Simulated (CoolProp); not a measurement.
Saturated liquid density (kg/m³) of c-C4F8 (RC318): the reference equation beside estimates from Tc = 115.2 °C, pc = 27.78 bar, ω = 0.355.

Model: reference Helmholtz-energy equation of state, Platzer 1990, in CoolProp. This equation is an older, rougher fit; its heat capacities, sound speeds and derivatives of the liquid may be far off and weren't checked against measurements.

```csv
T (°C),reference,Redlich-Kwong,Peng-Robinson
-31.95,1704,1534,1815
-26.05,1684,1515,1796
-20.15,1664,1494,1775
-14.25,1644,1473,1754
-8.45,1624,1451,1733
-2.55,1603,1429,1710
3.35,1581,1405,1686
9.15,1560,1382,1661
15.05,1537,1357,1635
```

Absolute difference from the reference over all 9 rows, mean and median: Redlich-Kwong 10.7 and 10.7 %, Peng-Robinson 6.6 and 6.7 %.
